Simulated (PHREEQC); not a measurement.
Buffer

Solution (48 °C): 15 mmol/kgw NaHSO4 and 0.032 mmol/kgw Na2B4O7. Closed to the air; pH follows from the charge balance.

All values are PHREEQC results (Pitzer model, pitzer.dat), not measurements.

Each row changes one thing in this solution. No solid was allowed to form.

```
case                                               pH  ionic strength (mol/kgw)
----------------------------------------------  -----  ------------------------
as made                                          2.15                    0.0322
Na2B4O7 from 3.2e-05 to 4.8e-05 mol/kgw          2.15                    0.0322
temperature from 48 to 75 °C                     2.27                    0.0281
NaHSO4 replaced by Na2CO3 at the same molality  10.61                    0.0426
diluted 100-fold with water                      3.85                  0.000443
NaHSO4 from 0.015 to 0.0135 mol/kgw              2.19                    0.0293
0.0038 mol/kgw Ca(OH)2 added                     2.49                    0.0420
```

Constants without temperature data keep their 25 °C values here.
